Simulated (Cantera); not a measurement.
Charge: 1 mol FeS₂, 0.6 mol H₂, 36 mol N₂, at 1700 K.

Equilibrium computed with Cantera from the NASA thermochemical tables; the gas is ideal and each condensed phase is pure. Candidate condensed phases: Fe, FeS, FeS₂, S; 16 gas species. Metal and sulfide melt together well below either melting point, which pure phases cannot show. Mutual solubility and eutectic melting of coexisting phases are not modelled. FeS: taken at fixed stoichiometry. Equilibrium is a limit: real reactors are often held back by kinetics, nucleation or transport.

Question: What share of the Fe ends up in condensed phases as a function of P (Pa), at 10, 42, 180, 750, 3200, 13000, 56000, 240000, 1000000?

Answer: 
| P (Pa) | Fe condensed (%) | as |
|---|---|---|
| 10 | 0.0 | - |
| 42 | 42.7 | Fe(δ) |
| 180 | 86.8 | Fe(δ) |
| 750 | 96.9 | Fe(δ) + FeS(l) |
| 3200 | 99.5 | FeS(l) |
| 13000 | 99.9 | FeS(l) |
| 56000 | 100.0 | FeS(l) |
| 240000 | 100.0 | FeS(l) |
| 1000000 | 100.0 | FeS(l) |
